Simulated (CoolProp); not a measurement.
Vapour-liquid equilibrium of CHF3 (R23) (1) + propylene (2) at 258.1 K; x and y are mole fractions of (1).

The numbers come from the multi-fluid Helmholtz-energy mixture model, Penoncello 2003 and Lemmon 2013; pair parameters Bell 2016 in CoolProp.

```tsv
x	bubble pressure (kPa)	y at the bubble point	dew pressure at overall composition x (kPa)	liquid density (mol/L)
0.05	516.3	?	?	13.58
0.15	770.8	0.550	425.3	13.75
0.25	964.9	?	480.4	13.92
0.35	?	0.718	550.8	14.10
0.45	1226	0.760	643.7	14.29
0.55	1318	0.794	770.9	14.50
0.65	1399	0.826	?	14.75
0.75	1473	0.861	1199	15.06
0.85	?	0.904	1452	15.44
0.95	1602	?	?	15.95
```

Problem. Fill in the missing entries.

Solution. 
- 0.05, y at the bubble point: 0.304
- 0.05, dew pressure at overall composition x (kPa): 381.3
- 0.25, y at the bubble point: 0.657
- 0.35, bubble pressure (kPa): 1112
- 0.65, dew pressure at overall composition x (kPa): 950.9
- 0.85, bubble pressure (kPa): 1542
- 0.95, y at the bubble point: 0.962
- 0.95, dew pressure at overall composition x (kPa): 1592

No azeotrope shows between x = 0.05 and 0.95.

The pair parameters rest on a limited set of measurements; away from them the model extrapolates.
